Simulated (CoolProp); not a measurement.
A simple Rankine cycle with cyclopropane: condensing at 289.15 K, boiler at 1.72 MPa, turbine inlet 472 K, turbine efficiency 0.65, pump efficiency 0.7, no recuperator. Each further row changes one setting.

Computed with CoolProp (reference Helmholtz-energy equation of state, Polt 1992). This equation is an older, rougher fit; its heat capacities, sound speeds and derivatives of the liquid may be far off and weren't checked against measurements.

```
case                             thermal efficiency (%)  net work (kJ/kg)  heat in (kJ/kg)  turbine exit temperature (K)  volume ratio over the turbine
-------------------------------  ----------------------  ----------------  ---------------  ----------------------------  -----------------------------
as stated                                           8.0              58.4              734                         437.4                           2.95
condensing temperature 281.15 K                     9.4              70.6              752                         430.5                           3.70
boiler pressure 1.2 MPa                             5.6              41.1              740                         449.0                           2.07
turbine efficiency 0.55                             6.7              49.0              734                         442.0                           2.98
```
